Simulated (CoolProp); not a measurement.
Water at 298.15 K and 13.8 MPa flows at 1.1 m/s in a round tube of 12.7 mm bore and 0.25 µm roughness, fully developed (64/Re and Nu = 3.66 if laminar; Colebrook and Gnielinski if turbulent). Each further row changes one setting.

Values from CoolProp's reference Helmholtz-energy equation of state, Wagner 2002.

```json
[
 {"case": "as stated", "Reynolds number": "15800", "Darcy friction factor": "0.0275", "pressure drop (Pa/m)": "…", "heat-transfer coefficient (W/(m² K))": "5430", "mass flow (kg/h)": "…"},
 {"case": "velocity 2.2 m/s", "Reynolds number": "31500", "Darcy friction factor": "…", "pressure drop (Pa/m)": "4450", "heat-transfer coefficient (W/(m² K))": "10000", "mass flow (kg/h)": "…"},
 {"case": "diameter 25.4 mm", "Reynolds number": "31500", "Darcy friction factor": "0.0232", "pressure drop (Pa/m)": "555", "heat-transfer coefficient (W/(m² K))": "5000", "mass flow (kg/h)": "2010"}
]
```

Complete the blanks.


- as stated, pressure drop (Pa/m): 1310
- as stated, mass flow (kg/h): 503
- velocity 2.2 m/s, Darcy friction factor: 0.0233
- velocity 2.2 m/s, mass flow (kg/h): 1010

Viscosity comes from a separate model (Huber 2009). Thermal conductivity comes from a separate model (Huber 2012).
